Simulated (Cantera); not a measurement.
Input: 1 mol Si, 1.1 mol Cl2, at 648.15 K and 0.150 bar.

Equilibrium computed with Cantera from the NASA thermochemical tables; the gas is ideal and each condensed phase is pure. Candidate condensed phases: Si; 9 gas species. Rates play no part.

Base state: SiCl4 1.000 (mole fractions); condensed: Si(s).

### Question
What changes in the equilibrium state with this change: 0.44 mol H2 added?

### Answer
| species | before | after |
|---|---|---|
| SiCl4 | 1.000 | 0.500 |
| H2 | 0 | 0.408 |
| SiHCl3 | 0 | 0.0903 |
| SiH2Cl2 | 0 | 0.000941 |
| HCl | 0 | 0.000177 |
| Si(s), mol | 0.450 | 0.428 |
